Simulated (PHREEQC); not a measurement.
# Metal-bearing waste water: an equilibrium model

Make-up at 45 °C: 0.0044 mol/kgw FeCl3, 0.0039 mol/kgw NaHCO3 and 0.0074 mol/kgw NaCl. Closed to the air; pH follows from the charge balance.

Computed with PHREEQC (ion-association model, phreeqc.dat).

| Property | Result |
|---|---|
| pH | 2.99 |
| ionic strength | 0.0256 mol/kgw |
| total alkalinity | -4.90 meq/kg |

| species | molality | activity | log γ |
|---|---|---|---|
| Cl- | 0.0205 | 0.0174 | -0.071 |
| Na+ | 0.0113 | 0.00967 | -0.068 |
| CO2 | 0.00390 | 0.00392 | 0.003 |
| FeOH+2 | 0.00242 | 0.00130 | -0.268 |
| H+ | 0.00118 | 0.00103 | -0.057 |
| Fe(OH)2+ | 0.000991 | 0.000851 | -0.066 |
| Fe2(OH)2+4 | 0.000268 | 2.11e-5 | -1.104 |
| Fe+3 | 0.000227 | 6.91e-5 | -0.516 |

This is a speciation only: nothing precipitates in the calculation. Saturation is exceeded, for instance for Hematite (slow to form), Goethite (slow to form); the values hold only as long as no solid forms. Species that the database lacks are ignored. Away from 25 °C the constants follow the database's enthalpies or fits; those with neither stay at their 25 °C values.
